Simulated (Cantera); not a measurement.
A freely propagating, adiabatic, planar premixed flame of H2 : O2 : N2 = 1 : 0.227 : 0.591 (molar parts), unburnt at 648 K and 0.133 bar; mixture-averaged transport, grid criteria slope 0.08 and curve 0.16, no radiation.

Detailed kinetics in Cantera: the H2/O2 subset of GRI-Mech 3.0, which has no nitrogen chemistry. Burning velocities carry a grid error of a few per cent, more on coarse grids.

Task: How do the results move with these cheaper or finer settings: unity-Lewis-number transport; multicomponent transport; multicomponent+Soret transport; grid criteria slope 0.5, curve 1; grid criteria slope 0.25, curve 0.5; grid criteria slope 0.03, curve 0.06?

Result: 
| setting | laminar burning velocity | thermal thickness | peak x(HO2) | peak x(H2O2) | grid points |
|---|---|---|---|---|---|
| as above | 941 cm/s | 5.91 mm | 3.81e-5 | 2.71e-7 | 135 |
| unity-Lewis-number transport | 596 cm/s | 5.24 mm | 3.57e-5 | 2.18e-7 | 129 |
| multicomponent transport | 909 cm/s | 5.94 mm | 3.81e-5 | 2.57e-7 | 135 |
| multicomponent+Soret transport | 888 cm/s | 5.87 mm | 3.81e-5 | 2.64e-7 | 135 |
| grid criteria slope 0.5, curve 1 | 1160 cm/s | 9.34 mm | 3.70e-5 | 2.68e-7 | 47 |
| grid criteria slope 0.25, curve 0.5 | 1030 cm/s | 7.07 mm | 3.75e-5 | 2.51e-7 | 76 |
| grid criteria slope 0.03, curve 0.06 | 910 cm/s | 5.62 mm | 3.83e-5 | 2.74e-7 | 283 |
The base run took very roughly 1.1 core-seconds.
Unity Lewis numbers drop preferential diffusion, which matters most where H2 and H carry the flame; Soret adds thermal diffusion.
